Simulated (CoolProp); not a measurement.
A closed Brayton cycle with nitrogen: compressor inlet 325.15 K and 6.7 MPa, high pressure 19.8 MPa, turbine inlet 790 K, compressor efficiency 0.89, turbine efficiency 0.9, recuperator effectiveness 0 (on enthalpy, no pinch check). Each further row changes one setting.

The numbers come from the reference Helmholtz-energy equation of state, Span 2000 in CoolProp.

```tsv
case	thermal efficiency (%)	net work (kJ/kg)	compressor to turbine work	compressor exit (K)	turbine exit (K)
as stated	17.1	63.9	0.69	459.8	608.7
turbine inlet 740 K	16.0	50.7	0.74	459.8	568.5
compressor inlet 335.15 K	16.5	?	?	?	608.7
high pressure 16.8 MPa	15.3	61.1	?	?	?
recuperator effectiveness 0.5	?	63.9	0.69	459.8	608.7
```

Question: Fill in the missing entries.

Answer: 
- compressor inlet 335.15 K, net work (kJ/kg): 59.3
- compressor inlet 335.15 K, compressor to turbine work: 0.72
- compressor inlet 335.15 K, compressor exit (K): 473.7
- high pressure 16.8 MPa, compressor to turbine work: 0.66
- high pressure 16.8 MPa, compressor exit (K): 436.7
- high pressure 16.8 MPa, turbine exit (K): 633.3
- recuperator effectiveness 0.5, thermal efficiency (%): 21.8
